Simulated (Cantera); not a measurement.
An isothermal, constant-pressure homogeneous reactor starts with C2H6 : H2 = 1 : 62 (molar parts), at 1250 K and 0.00790 atm.

Model: GRI-Mech 3.0 (53 species, 325 reactions), integrated in Cantera. GRI-Mech 3.0 stops at C3 and has no aromatics, soot or wall deposition, so with more carbon than oxygen in the feed, carbon stays in small species such as C2H2 where larger ones or solid carbon would form. Radical loss at walls, strong at low pressure, is not modelled.

x: mole fraction; the columns are a selection and need not sum to one.

| t (s) | x C2H6 | x H2 | x C2H | x C2H4 | x CH4 |
|---|---|---|---|---|---|
| 2.00e-5 | 0.0159 | 0.984 | <1e-12 | 1.01e-11 | 1.03e-8 |
| 4.93e-5 | 0.0159 | 0.984 | <1e-12 | 2.57e-10 | 6.04e-8 |
| 0.000121 | 0.0159 | 0.984 | <1e-12 | ___ | 3.39e-7 |
| 0.000299 | 0.0159 | 0.984 | <1e-12 | ___ | 1.72e-6 |
| 0.000737 | 0.0159 | 0.984 | <1e-12 | ___ | 7.20e-6 |
| 0.00182 | 0.0158 | 0.984 | <1e-12 | ___ | 2.48e-5 |
| 0.00447 | 0.0156 | 0.984 | <1e-12 | ___ | 9.87e-5 |
| 0.0110 | 0.0143 | 0.984 | <1e-12 | ___ | 0.000645 |
| 0.0271 | 0.00897 | 0.982 | 2.07e-12 | ___ | 0.00419 |
| 0.0669 | 0.00139 | 0.979 | 2.60e-11 | 0.00828 | 0.0110 |
| 0.165 | 6.20e-5 | 0.978 | 3.43e-11 | 0.00808 | 0.0122 |
| 0.406 | 6.67e-6 | 0.978 | 2.23e-11 | ___ | 0.0122 |
| 1.00 | 3.94e-6 | 0.978 | 1.34e-11 | ___ | 0.0122 |

### Question
Some entries are withheld; supply them.

### Answer

- 0.000121, x C2H4: 7.16e-9
- 0.000299, x C2H4: 1.71e-7
- 0.000737, x C2H4: 2.87e-6
- 0.00182, x C2H4: 3.04e-5
- 0.00447, x C2H4: 0.000219
- 0.0110, x C2H4: 0.00120
- 0.0271, x C2H4: 0.00458
- 0.406, x C2H4: 0.00724
- 1.00, x C2H4: 0.00642
